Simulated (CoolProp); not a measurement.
Saturation properties of nitrous oxide.

The numbers come from the reference Helmholtz-energy equation of state, Lemmon 2006 in CoolProp. It is a short technical equation, of lower accuracy than the large ones.

```tsv
T (K)	p (MPa)	vapour density (kg/m³)	enthalpy of vaporisation (kJ/kg)	surface tension (mN/m)
202.3	0.2616	7.218	353.6	19.8
206.6	0.3208	8.738	348.2	18.8
210.9	?	10.49	342.7	17.9
215.3	0.4710	12.56	336.8	16.9
219.6	?	14.87	331.0	16.0
223.9	0.6666	17.49	?	15.1
228.3	0.7875	20.54	318.4	14.2
232.6	0.9206	23.90	311.9	13.3
```

Q: Complete the blanks.

A: 
- 210.9, p (MPa): 0.3896
- 219.6, p (MPa): 0.5625
- 223.9, enthalpy of vaporisation (kJ/kg): 324.9

It boils at 184.7 K under 1 atm.

Surface tension comes from a separate correlation (Mulero 2012).
